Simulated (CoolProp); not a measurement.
Properties of normal hydrogen along the isotherm -246.15 °C (Tc = -240.0 °C, pc = 1.296 MPa, ω = -0.219).

The numbers come from the reference Helmholtz-energy equation of state, Leachman 2009 in CoolProp.

```csv
p (MPa),phase,density (kg/m³),isothermal compressibility (1/MPa),fugacity coefficient
0.177,gas,1.728,6.181,0.9255
0.354,gas,3.858,3.562,0.8511
0.53,liquid,61.48,0.05397,0.7251
0.707,liquid,62.04,0.04927,0.5577
0.884,liquid,62.57,0.04542,0.4576
1.06,liquid,63.05,0.04223,0.3913
1.24,liquid,63.51,0.03947,0.3432
1.41,liquid,63.93,0.03721,0.3091
1.59,liquid,64.35,0.03512,0.2811
1.77,liquid,64.74,0.03329,0.2589
1.94,liquid,65.10,0.03175,0.2419
```
